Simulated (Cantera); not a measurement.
Cantera run:

```python
import numpy as np
import cantera as ct

gas_names = """
    B BH BH2 BH3 BO BO2 B2 B2O B2O2 B2O3 B3O3H3 H HBO HBO2 HO2 H2 H2O H2O2 H3B3O6 O OH O2 O3
""".split()
cond_names = """
    B(b) B(L) B2O3(L) B3O3H3(cr) H2O(s) H2O(L)
""".split()


def load(file, names, dense=False):
    # The tables refer to 1 bar. Condensed volumes are neglected.
    table = {s.name: s for s in ct.Species.list_from_file(file)}
    out = []
    for n in names:
        d = dict(table[n].input_data)
        d["thermo"] = dict(d["thermo"], **{"reference-pressure": 1e5})
        if dense:
            d["equation-of-state"] = {"model": "constant-volume", "density": "1e6 g/cm^3"}
        out.append(ct.Species.from_dict(d))
    return out


gas = ct.Solution(thermo="ideal-gas", species=load("nasa_gas.yaml", gas_names))
cond = {s.name: ct.Solution(thermo="fixed-stoichiometry", species=[s], name=s.name)
        for s in load("nasa_condensed.yaml", cond_names, dense=True)}
atoms = {
    'B': {'B': 1},
    'O2': {'O': 2},
    'H2': {'H': 2},
}
top_T = {}  # K; cautious upper limits of use, not melting points


def equilibrate(T, P, feed):
    n = {}
    for name, mol in feed.items():
        for a, k in atoms[name].items():
            n[a] = n.get(a, 0.0) + k * mol
    gas.TPX = T, P, n
    mass = sum(n.values()) * gas.mean_molecular_weight
    gas.equilibrate("TP")
    valid = [c for c in cond.values() if c.min_temp <= T <= top_T.get(c.name, c.max_temp)]
    mix = ct.Mixture([(gas, mass / gas.mean_molecular_weight)] + [(c, 0.0) for c in valid])
    mix.T, mix.P = T, P
    mix.equilibrate("TP", solver="vcs", rtol=1e-11, max_steps=5000)
    return mix


results = []
T = 1450  # K
P = 2400  # Pa
for m in [0.12, 0.22, 0.39, 0.7, 1.2, 2.2, 3.9, 7, 12, 22, 39, 70]:
    feed = {'B': 1, 'O2': 4.9, 'H2': m}  # mol
    mix = equilibrate(T, P, feed)
    results.append((T, P, feed, dict(zip(mix.species_names, mix.species_moles))))

top = {s: max(r[3][s] / sum(r[3][g] for g in gas_names) for r in results) for s in gas_names}
cols = sorted((s for s in top if top[s] > 0.001), key=lambda s: -top[s])[:5]
seen = [c for c in cond_names if any(r[3].get(c, 0) > 1e-12 for r in results)]
print("log10 of partial pressures in bar; condensed amounts in mol")
print(f"{'n(H2)':>10s}" + "".join(f"{s[:9]:>10s}" for s in cols + seen))
for T, P, feed, n in results:
    ng = sum(n[g] for g in gas_names)
    print(f"{feed['H2']:10.4g}" + "".join(f"{np.log10(max(n[s] / ng * P / 1e5, 1e-99)):10.3f}" for s in cols)
          + "".join(f"{n.get(c, 0):10.4g}" for c in seen))
```

Result:

```
log10 of partial pressures in bar; condensed amounts in mol
     n(H2)        O2        H2       H2O      HBO2   B2O3(L)
      0.12    -1.636    -8.502    -3.296    -3.463    0.4681
      0.22    -1.647    -8.207    -3.007    -3.318    0.4553
      0.39    -1.667    -7.936    -2.745    -3.187    0.4387
       0.7    -1.701    -7.664    -2.491    -3.060     0.415
       1.2    -1.757    -7.417    -2.271    -2.950    0.3841
       2.2    -1.869    -7.134    -2.045    -2.837    0.3325
       3.9    -2.080    -6.842    -1.859    -2.744    0.2563
         7    -2.711    -6.370    -1.702    -2.666    0.1295
        12   -11.399    -2.148    -1.824    -2.727 0.0002084
        22   -12.536    -1.835    -2.080    -2.978         0
        39   -13.236    -1.729    -2.324    -3.221         0
        70   -13.842    -1.678    -2.575    -3.473         0
```

Equilibrium computed with Cantera from the NASA thermochemical tables; the gas is ideal and each condensed phase is pure. Gases not in the tables: H3BO3.
